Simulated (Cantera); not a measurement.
Input: 1 mol SiC, 0.27 mol O2, 89 mol H2, at 2100 K and 0.00133 bar.

These are equilibrium values from Cantera (NASA tables, ideal gas, pure condensed phases), not measurements of a reactor. Candidate condensed phases: C, C6H6, C7H8, C8H18, H2O, Si, SiC, SiO2; 123 gas species. Gases not in the tables: Si2H6 and higher silanes. The numbers say what is thermodynamically allowed, not how fast it happens.

Base state: H2 0.903, H 0.0811, Si 0.00804, CO 0.00566, C2H2 (acetylene) 0.00123, SiC2 0.000488, Si2C 0.000329, SiH 0.000151 (mole fractions); condensed: SiC(s).

What changes in the equilibrium state with this change: 1.4 mol N2 added?


| species | before | after |
|---|---|---|
| H2 | 0.903 | 0.887 |
| H | 0.0811 | 0.0804 |
| N2 | 0 | 0.0136 |
| HCN | 0 | 0.00192 |
| Si | 0.00804 | 0.00905 |
| HNC | 0 | 0.000130 |
| C2H2 (acetylene) | 0.00123 | 0.000853 |
| SiC(s), mol | 0.111 | 0 |
Further candidate phases: Si2N2O, Si3N4.

What changes in the equilibrium state with this change: pressure from 0.00133 bar to 4.30e-6 bar?


```tsv
species	before	after
H	0.0811	0.744
H2	0.903	0.245
Si	0.00804	0.00651
CO	0.00566	0.00375
SiH2	1.32e-5	9.38e-9
SiO	6.98e-5	1.17e-7
Si2C	0.000329	7.17e-7
C3	1.98e-7	6.71e-5
C	1.72e-7	5.51e-5
SiC(s), mol	0.111	0
C(graphite), mol	0	0.190
```
